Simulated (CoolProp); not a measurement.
o-xylene at several states: Z from the reference equation and from simpler models built on Tc = 630.3 K, pc = 3.737 MPa, ω = 0.312; each cubic takes its own stable root.

Model: reference Helmholtz-energy equation of state, Zhou 2012, in CoolProp.

```
T (K)  p (MPa)   phase  reference
-----  -------  ------  ---------
476.5     5.51  liquid     0.2049
483.1    0.263     gas     0.9291
414.7    0.399  liquid    0.01590
```

Task: How far does each simpler model (van der Waals, Redlich-Kwong, Soave-Redlich-Kwong, Peng-Robinson) lie from the reference over these 3 states: mean and median of the absolute difference, and the worst?

Result: 
- van der Waals: mean 1893.9 %, median 65.7 %, worst +5612.6 % at 414.7 K and 0.399 MPa
- Redlich-Kwong: mean 12.6 %, median 17.8 %, worst +18.1 % at 414.7 K and 0.399 MPa
- Soave-Redlich-Kwong: mean 9.0 %, median 12.8 %, worst +13.0 % at 414.7 K and 0.399 MPa
- Peng-Robinson: mean 0.4 %, median 0.1 %, worst +0.9 % at 483.1 K and 0.263 MPa

At some of these states van der Waals gives the other phase, because its saturation line lies elsewhere.
